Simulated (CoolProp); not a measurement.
The fluid at 404.58 K and 0.624 MPa expands adiabatically to 0.0915 MPa with isentropic efficiency 0.8. The same conditions are run with several fluids, on thermodynamics alone (safety and materials aside).

Model: reference Helmholtz-energy equation of state of each fluid (methanol: de Reuck 1993; propane: Lemmon 2009; propylene: Lemmon 2013; R407C: Lemmon 2003; CH2F2 (R32): Tillner-Roth 1997), in CoolProp. Blends and air are pseudo-pure fits.

Q: Rank methanol, propane, propylene, R407C, CH2F2 (R32) by work (kJ/kg), highest first.

A: methanol (131), propylene (108), propane (105), CH2F2 (R32) (82.7), R407C (53.2)

| fluid | final temperature (K) | final phase | final density (kg/m³) |
|---|---|---|---|
| methanol | 335.1 | two-phase, vapour fraction 0.963 | 1.15 |
| propane | 348.9 | gas | 1.40 |
| propylene | 340.8 | gas | 1.37 |
| R407C | 344.2 | gas | 2.78 |
| CH2F2 (R32) | 309.8 | gas | 1.87 |
